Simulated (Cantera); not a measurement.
Feed: 1 mol Si2H6, 24 mol N2O, 0.54 mol H2, at 0.680 bar.

These are equilibrium values from Cantera (NASA tables, ideal gas, pure condensed phases), not measurements of a reactor. Candidate condensed phases: H2O, Si, SiO2, Si2N2O, Si3N4; 35 gas species. The feed counts by its element totals alone. The tables hold silica as quartz up to 1696 K and as liquid above; real silica turns to tridymite and cristobalite and melts near 1996 K. Gases not in the tables: Si(OH)4. Rates play no part.

### Question
Which condensed phases are stable at each of these points (T (°C)): 800, 875, 950, 1025, 1100, 1175, 1250, 1325, 1400, 1475, 1550, 1625, 1700?

### Answer
```json
[
 {"T (°C)": "800", "condensed phases": "SiO2(β-quartz)", "Si condensed (%)": "100.0"},
 {"T (°C)": "875", "condensed phases": "SiO2(β-quartz)", "Si condensed (%)": "100.0"},
 {"T (°C)": "950", "condensed phases": "SiO2(β-quartz)", "Si condensed (%)": "100.0"},
 {"T (°C)": "1025", "condensed phases": "SiO2(β-quartz)", "Si condensed (%)": "100.0"},
 {"T (°C)": "1100", "condensed phases": "SiO2(β-quartz)", "Si condensed (%)": "100.0"},
 {"T (°C)": "1175", "condensed phases": "SiO2(β-quartz)", "Si condensed (%)": "100.0"},
 {"T (°C)": "1250", "condensed phases": "SiO2(β-quartz)", "Si condensed (%)": "100.0"},
 {"T (°C)": "1325", "condensed phases": "SiO2(β-quartz)", "Si condensed (%)": "100.0"},
 {"T (°C)": "1400", "condensed phases": "SiO2(β-quartz)", "Si condensed (%)": "100.0"},
 {"T (°C)": "1475", "condensed phases": "SiO2(condensed)", "Si condensed (%)": "100.0"},
 {"T (°C)": "1550", "condensed phases": "SiO2(condensed)", "Si condensed (%)": "100.0"},
 {"T (°C)": "1625", "condensed phases": "SiO2(condensed)", "Si condensed (%)": "100.0"},
 {"T (°C)": "1700", "condensed phases": "SiO2(condensed)", "Si condensed (%)": "100.0"}
]
```

From 800 °C to 1400 °C the condensed part is SiO2(β-quartz). From 1475 °C to 1700 °C the condensed part is SiO2(condensed).
